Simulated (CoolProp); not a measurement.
Propylene at several states: density (kg/m³) from the reference equation and from simpler models built on Tc = 364.2 K, pc = 4.555 MPa, ω = 0.146; each cubic takes its own stable root.

Model: reference Helmholtz-energy equation of state, Lemmon 2013, in CoolProp.

```json
[
 {"T (K)": "130.6", "p (MPa)": "0.159", "phase": "liquid", "reference": "719.4"},
 {"T (K)": "505.8", "p (MPa)": "0.072", "phase": "gas", "reference": "0.7218"},
 {"T (K)": "298.6", "p (MPa)": "0.0394", "phase": "gas", "reference": "0.6715"},
 {"T (K)": "498.8", "p (MPa)": "2.39", "phase": "gas", "reference": "25.90"},
 {"T (K)": "486.3", "p (MPa)": "0.295", "phase": "gas", "reference": "3.097"}
]
```

Task: How far does each simpler model (van der Waals, Redlich-Kwong, Soave-Redlich-Kwong, Peng-Robinson) lie from the reference over these 5 states: mean and median of the absolute difference, and the worst?

Result: 
- van der Waals: mean 7.9 %, median 0.1 %, worst -38.1 % at 130.6 K and 0.159 MPa
- Redlich-Kwong: mean 1.7 %, median 0.1 %, worst -7.7 % at 130.6 K and 0.159 MPa
- Soave-Redlich-Kwong: mean 1.7 %, median 0.1 %, worst -7.9 % at 130.6 K and 0.159 MPa
- Peng-Robinson: mean 0.9 %, median 0.1 %, worst +3.3 % at 130.6 K and 0.159 MPa
